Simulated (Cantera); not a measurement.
What does this Cantera script print?

```python
import numpy as np
import cantera as ct

gas_names = """
    Fe FeO O O2 O3 S SO SO2 SO3 S2 S2O S8
""".split()
cond_names = """
    Fe(a) Fe(c) Fe(d) Fe(L) FeO(s) FeO(L) FeS(a) FeS(b) FeS(c) FeS(L) FeSO4(s) FeS2(s) Fe2O3(s)
    Fe2S3O12(s) Fe3O4(s) S(cr1) S(cr2) S(L)
""".split()


# ... load() reads the species with a 1 bar reference pressure and builds the phases ...
atoms = {
    'FeS': {'Fe': 1, 'S': 1},
    'SO3': {'S': 1, 'O': 3},
    'O2': {'O': 2},
}
top_T = {'FeSO4(s)': 950, 'FeS2(s)': 1010, 'Fe2O3(s)': 1830, 'Fe2S3O12(s)': 1100, 'Fe3O4(s)': 1870}  # K; cautious upper limits of use, not melting points


# ... equilibrate(T, P, feed) seeds the gas with the atoms and calls Mixture.equilibrate('TP', solver="vcs", rtol=1e-11, max_steps=5000) ...
results = []
feed = {'FeS': 1, 'SO3': 0.098, 'O2': 0.29}  # mol
T = 1425  # K
for P in [1000, 3000, 8800, 26000, 77000, 230000, 680000, 2000000]:
    mix = equilibrate(T, P, feed)
    results.append((T, P, feed, dict(zip(mix.species_names, mix.species_moles))))

top = {s: max(r[3][s] / sum(r[3][g] for g in gas_names) for r in results) for s in gas_names}
cols = sorted((s for s in top if top[s] > 0.001), key=lambda s: -top[s])[:7]
seen = [c for c in cond_names if any(r[3].get(c, 0) > 1e-12 for r in results)]
print("log10 of partial pressures in bar; condensed amounts in mol")
print(f"{'P/Pa':>10s}" + "".join(f"{s[:9]:>10s}" for s in cols + seen))
for T, P, feed, n in results:
    ng = sum(n[g] for g in gas_names)
    print(f"{P:10.4g}" + "".join(f"{np.log10(max(n[s] / ng * P / 1e5, 1e-99)):10.3f}" for s in cols)
          + "".join(f"{n.get(c, 0):10.4g}" for c in seen))
```

Result:

```
log10 of partial pressures in bar; condensed amounts in mol
      P/Pa       SO2        S2       S2O        SO    FeO(s)    FeS(c)  Fe3O4(s)
      1000    -2.184    -2.481    -4.247    -4.001    0.3902    0.6098         0
      3000    -1.655    -2.128    -3.718    -3.648    0.3463    0.6537         0
      8800    -1.150    -1.792    -3.213    -3.311    0.3136    0.6864         0
   2.6e+04    -0.653    -1.460    -2.716    -2.980    0.2893    0.7107         0
   7.7e+04    -0.163    -1.126    -2.220    -2.651         0    0.7583   0.08055
   2.3e+05     0.321    -0.739    -1.688    -2.313         0    0.7648   0.07839
   6.8e+05     0.798    -0.357    -1.163    -1.978         0      0.77   0.07666
     2e+06     1.272     0.022    -0.642    -1.647         0    0.7742   0.07527
```

These are equilibrium values from Cantera (NASA tables, ideal gas, pure condensed phases), not measurements of a reactor. Metal and sulfide melt together well below either melting point, which pure phases cannot show. Mutual solubility and eutectic melting of coexisting phases are not modelled. The tables' stoichiometric FeO is somewhat more stable than real wüstite, so its field is too wide. FeO, FeS: taken at fixed stoichiometry.
